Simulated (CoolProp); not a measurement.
Model: reference Helmholtz-energy equation of state, Lemmon 2003, in CoolProp. It is a pseudo-pure fit of the blend.

For R410A, give the phase and the density (kg/m³), cv (kJ/(kg K)), isothermal compressibility (1/MPa), viscosity (µPa s) at -21.35 °C and 15.8 bar; 82.85 °C and 15.8 bar.


- -21.35 °C and 15.8 bar: liquid; density 1250, cv 0.866, isothermal compressibility 0.00281, viscosity 217
- 82.85 °C and 15.8 bar: gas; density 43.7, cv 0.835, isothermal compressibility 0.719, viscosity 15.9

Viscosity comes from a separate model (Geller 2000).
